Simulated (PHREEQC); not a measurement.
TMAH is added in steps, without added water, to 1 kg of water holding 0.0013 mol/kgw CuSO4, 0.00089 mol/kgw HBF4 and 0.015 mol/kgw Na2SO4, at 35 °C. Oxygen is held at 0.21 atm. CO2 from the air is kept out. Nothing may precipitate in this run.

Base run: PHREEQC, ion-association model, wateq4f.dat. Each further column changes one thing. The table gives H2BO3- (mol/kgw).

```
TMAH added (mol)      base  0.00083 mol/kgw KOH added  0.0017 mol/kgw NaHCO3 added  CuSO4 from 0.0013 to 0.00013 mol/kgw
----------------  --------  -------------------------  ---------------------------  ------------------------------------
0                 8.19e-10                    1.25e-9                      2.21e-9                              8.06e-10
0.00087            1.28e-9                    2.22e-9                      4.96e-9                               1.26e-9
0.001522           1.95e-9                    3.93e-9                      1.54e-8                               1.93e-9
0.002393           4.10e-9                    1.66e-8                      4.41e-7                               4.08e-9
0.003263           1.89e-8                    2.91e-6                      1.74e-6                               1.89e-8
0.003915           2.06e-6                    8.38e-6                      3.80e-6                               9.53e-5
0.004785           8.92e-6                    3.21e-5                      1.19e-5                              0.000773
0.005437           2.44e-5                   0.000149                      3.19e-5                              0.000857
0.006307          0.000174                   0.000777                     0.000184                              0.000874
0.007177          0.000789                   0.000864                     0.000581                              0.000880
0.00783           0.000859                   0.000874                     0.000747                              0.000882
0.0087            0.000875                   0.000880                     0.000838                              0.000883
```

In at least one series the solution becomes supersaturated in solids that the run did not let form, among them Cu(OH)2, Brochantite, Antlerite. (CH3)4N+ isn't in the database: it is added as a free cation with an ion size of 4 Å. Real BF4- forms and hydrolyses slowly; the run takes it at equilibrium. The database's constant for dissolved Cu(OH)2 is higher than later reviews accept.
